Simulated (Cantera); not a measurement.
Feed: 1 mol CO2, 0.36 mol O2, a varied amount of H2, at 975 K and 52000 Pa.

Method: chemical equilibrium by Gibbs-energy minimisation in Cantera with the NASA 1993 tables (ideal gas, pure condensed phases). Candidate condensed phases: C, C6H6, C7H8, C8H18, H2O; 110 gas species. Equilibrium is a limit: real reactors are often held back by kinetics, nucleation or transport.

Question: At 4.8 mol H2, list the 5 most abundant gas species with their mole fractions, and the condensed phases.

Answer: H2 0.593, H2O 0.234, CO 0.105, CO2 0.0661, CH4 0.00192. Condensed: gas only.
